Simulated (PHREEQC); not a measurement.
Consider water at 5 °C with 0.27 mol/kgw Pb(NO3)2, 0.0012 mol/kgw MgSO4 and 0.0052 mol/kgw HCl. Closed to the air; pH follows from the charge balance.

Equilibrium calculation in PHREEQC: ion-association model, phreeqc.dat.

Problem. The ionic strength comes out as 0.498 mol/kgw. What activity coefficients do H+, SO4-2, Pb2OH+3, NO3-, HSO4- get?

Solution. H+ 0.77, SO4-2 0.21, Pb2OH+3 0.067, NO3- 0.62, HSO4- 0.74.

No solid was allowed to form. Saturation is exceeded, for instance for Anglesite; the values hold only as long as no solid forms. Constants without temperature data keep their 25 °C values here.
